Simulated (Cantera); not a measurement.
Input (Python, Cantera) and output of one run.

```python
import numpy as np
import cantera as ct

gas_names = """
    H H2 H2S Ni NiS S SH S2 S8
""".split()
cond_names = """
    Ni(cr) Ni(L) NiS(b) NiS(a) NiS(L) NiS2(s) NiS2(L) Ni3S2(I) Ni3S2(II) Ni3S2(L) Ni3S4(s) S(cr1) S(cr2)
    S(L)
""".split()


# ... load() reads the species with a 1 bar reference pressure and builds the phases ...
atoms = {
    'Ni': {'Ni': 1},
    'H2S': {'H': 2, 'S': 1},
    'H2': {'H': 2},
}
top_T = {'Ni3S4(s)': 620}  # K; cautious upper limits of use, not melting points


# ... equilibrate(T, P, feed) seeds the gas with the atoms and calls Mixture.equilibrate('TP', solver="vcs", rtol=1e-11, max_steps=5000) ...
results = []
feed = {'Ni': 1, 'H2S': 0.0013, 'H2': 2.8}  # mol
P = 77  # Pa
for T in [673, 873, 1073, 1273, 1473, 1673, 1873, 2073]:
    mix = equilibrate(T, P, feed)
    results.append((T, P, feed, dict(zip(mix.species_names, mix.species_moles))))
    x = sorted(zip(gas.X, gas.species_names), reverse=True)
    print(f"T = {T:g} K  P = {P:g} Pa  gas = {mix.phase_moles(0):.4g} mol")
    print("   x: " + "  ".join(f"{s} {v:.3e}" for v, s in x if v > 1e-05))
    print("   condensed (mol): " + ("  ".join(f"{mix.phase(i).name} {mix.phase_moles(i):.4g}"
          for i in range(1, mix.n_phases) if mix.phase_moles(i) > 1e-12) or "none"))
```

It prints:

```
T = 673 K  P = 77 Pa  gas = 2.801 mol
   x: H2 9.999e-01  H2S 6.023e-05
   condensed (mol): Ni(cr) 0.9983  Ni3S2(I) 0.0005656
T = 873 K  P = 77 Pa  gas = 2.801 mol
   x: H2 9.995e-01  H2S 4.641e-04
   condensed (mol): Ni(cr) 1
T = 1073 K  P = 77 Pa  gas = 2.801 mol
   x: H2 9.995e-01  H2S 4.635e-04
   condensed (mol): Ni(cr) 1
T = 1273 K  P = 77 Pa  gas = 2.801 mol
   x: H2 9.995e-01  H2S 4.540e-04  H 2.569e-05
   condensed (mol): Ni(cr) 1
T = 1473 K  P = 77 Pa  gas = 2.802 mol
   x: H2 9.991e-01  H 4.557e-04  H2S 3.878e-04  SH 4.893e-05  Ni 3.600e-05  S2 1.136e-05
   condensed (mol): Ni(cr) 0.9999
T = 1673 K  P = 77 Pa  gas = 2.814 mol
   x: H2 9.933e-01  H 4.090e-03  Ni 2.167e-03  H2S 2.199e-04  SH 1.391e-04  S 4.136e-05  S2 2.168e-05  NiS 1.837e-05
   condensed (mol): Ni(cr) 0.9939
T = 1873 K  P = 77 Pa  gas = 2.98 mol
   x: H2 9.287e-01  Ni 4.851e-02  H 2.241e-02  SH 1.427e-04  S 1.321e-04  NiS 8.401e-05  H2S 6.166e-05
   condensed (mol): Ni(L) 0.8552
T = 2073 K  P = 77 Pa  gas = 3.956 mol
   x: H2 6.694e-01  Ni 2.527e-01  H 7.754e-02  S 1.830e-04  SH 6.884e-05  NiS 6.563e-05
   condensed (mol): none
```

Equilibrium computed with Cantera from the NASA thermochemical tables; the gas is ideal and each condensed phase is pure.
